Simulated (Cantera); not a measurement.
A perfectly stirred reactor is fed with C2H6 : N2 = 1 : 62 (molar parts), at 1130 Torr; it is held at 2023 K, and followed from long to short residence time.

Computed with Cantera and GRI-Mech 3.0 (53 species, 325 reactions). GRI-Mech 3.0 stops at C3 and has no aromatics, soot or wall deposition, so with more carbon than oxygen in the feed, carbon stays in small species such as C2H2 where larger ones or solid carbon would form.

**Question.** What does this change do: pressure from 1130 Torr to 750 Torr?

**Answer.** 
```
quantity                  before     after
----------------------  --------  --------
x(C2H6) at τ = 0.560 s   9.34e-8   1.12e-7
x(C2H4) at τ = 0.560 s   4.46e-6   3.27e-6
x(C2H2) at τ = 0.560 s    0.0143    0.0141
x(CH2) at τ = 0.560 s    4.34e-7   6.21e-7
x(H) at τ = 0.560 s     0.000279  0.000343
x(C2H6) at τ = 20.0 ms   2.54e-6   3.02e-6
x(C2H4) at τ = 20.0 ms   2.02e-5   2.18e-5
x(C2H2) at τ = 20.0 ms    0.0146    0.0145
x(CH2) at τ = 20.0 ms    2.43e-6   3.52e-6
x(H) at τ = 20.0 ms     0.000311  0.000393
```

**Question.** What does this change do: C2H6 1 to 1.3 parts?

**Answer.** 
```csv
quantity,before,after
x(C2H6) at τ = 0.560 s,9.34e-8,1.18e-7
x(C2H4) at τ = 0.560 s,4.46e-6,7.18e-6
x(C2H2) at τ = 0.560 s,0.0143,0.0187
x(CH2) at τ = 0.560 s,4.34e-7,4.48e-7
x(H) at τ = 0.560 s,0.000279,0.000315
x(C2H6) at τ = 20.0 ms,2.54e-6,3.18e-6
x(C2H4) at τ = 20.0 ms,2.02e-5,2.59e-5
x(C2H2) at τ = 20.0 ms,0.0146,0.0188
x(CH2) at τ = 20.0 ms,2.43e-6,2.50e-6
x(H) at τ = 20.0 ms,0.000311,0.000351
```
